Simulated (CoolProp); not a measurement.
Vapour-liquid equilibrium of methanol (1) + toluene (2) at 426 kPa; x and y are mole fractions of (1).

Model: multi-fluid Helmholtz-energy mixture model, de Reuck 1993 and Lemmon 2006; pair parameters Bell 2016, in CoolProp.

| x | bubble temperature (°C) | y at the bubble point | dew temperature at overall composition x (°C) | liquid density (mol/L) |
|---|---|---|---|---|
| 0.05 | 143.8 | 0.429 | 167.5 | 8.294 |
| 0.125 | 126.2 | 0.638 | 163.3 | 8.899 |
| 0.2 | 118.8 | 0.710 | 158.8 | 9.439 |
| 0.275 | 115.2 | 0.742 | 154.2 | 9.992 |
| 0.35 | 113.3 | 0.761 | 149.4 | ? |
| 0.425 | 112.1 | 0.774 | 144.1 | 11.27 |
| 0.5 | 111.2 | 0.786 | 138.4 | 12.05 |
| 0.575 | 110.3 | 0.799 | 132.1 | 12.94 |
| 0.65 | 109.4 | 0.816 | 125.0 | 13.98 |
| 0.725 | 108.5 | ? | ? | 15.20 |
| 0.8 | 107.7 | 0.869 | 110.2 | 16.64 |
| 0.875 | 106.9 | 0.908 | 107.5 | 18.35 |
| 0.95 | 106.3 | 0.959 | 110.4 | 20.38 |

What belongs in the gaps?


- 0.35, liquid density (mol/L): 10.60
- 0.725, y at the bubble point: 0.839
- 0.725, dew temperature at overall composition x (°C): 117.1

No azeotrope shows between x = 0.05 and 0.95.

Pair parameters are fitted to limited data, so mixtures are less certain than the pure fluids. With so large a gap from Raoult's law the liquid may split in two, which this calculation doesn't test in full.
